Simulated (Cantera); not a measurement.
Gas-phase reforming

An isothermal, constant-pressure homogeneous reactor starts with CH₄ : CO₂ : H₂ = 1 : 0.43 : 0.56 (molar parts), at 1900 K and 0.170 bar.

Cantera simulation using GRI-Mech 3.0 (53 species, 325 reactions); the numbers are that mechanism's predictions, not measurements. GRI-Mech 3.0 stops at C3 and has no aromatics, soot or wall deposition, so with more carbon than oxygen in the feed, carbon stays in small species such as C2H2 where larger ones or solid carbon would form.

| t (s) | x CH₄ | x CO₂ | x H₂ | x H₂O | x CH₂ |
|---|---|---|---|---|---|
| 7.00e-6 | 0.502 | 0.216 | 0.282 | 3.20e-6 | 1.41e-8 |
| 6.30e-5 | 0.498 | 0.216 | 0.283 | 0.000143 | 1.15e-6 |
| 0.000566 | 0.360 | 0.190 | 0.375 | 0.00799 | 1.10e-5 |
| 0.00509 | 0.0725 | 0.0662 | 0.545 | 0.0809 | 5.28e-6 |
| 0.0458 | 0.0120 | 0.00645 | 0.581 | 0.0882 | 2.22e-6 |
| 0.412 | 0.00386 | 0.000888 | 0.652 | 0.00990 | 5.63e-7 |
| 3.71 | 0.000755 | 2.54e-8 | 0.663 | 2.81e-7 | 1.04e-7 |
| 33.4 | 0.000755 | 2.49e-8 | 0.663 | 2.76e-7 | 1.04e-7 |
| 300 | 0.000755 | 2.49e-8 | 0.663 | 2.76e-7 | 1.04e-7 |
x: mole fraction; the columns are a selection and need not sum to one.

Equilibrium at this temperature and pressure: CH₄ 0.000755, CO₂ 2.49e-8, H₂ 0.663, H₂O 2.76e-7, CH₂ 1.04e-7 (gas phase only).
